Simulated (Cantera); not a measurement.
Feed: 1 mol SiCl4, 0.9 mol C2H4, 810 mol H2, at 1875 °C and 97.5 Torr.

Method: chemical equilibrium by Gibbs-energy minimisation in Cantera with the NASA 1993 tables (ideal gas, pure condensed phases). Candidate condensed phases: C, C6H6, C7H8, C8H18, Si, SiC; 109 gas species. Gases not in the tables: Si2H6 and higher silanes. Kinetics and transport are ignored.

Base state: H2 0.983, H 0.0115, HCl 0.00482, C2H2 (acetylene) 0.000656, Si 0.000261, SiH 4.59e-5, Cl 4.12e-5, SiH2 3.53e-5 (mole fractions); condensed: SiC(s).

Task: What changes in the equilibrium state with this change: temperature from 1875 °C to 2325 °C?

Result: 
```csv
species,before,after
H2,0.983,0.893
H,0.0115,0.0998
HCl,0.00482,0.00432
Si,0.000261,0.00103
Cl,4.12e-5,0.000338
CH4,2.19e-5,3.53e-6
"SiC(s), mol",0.680,0
```
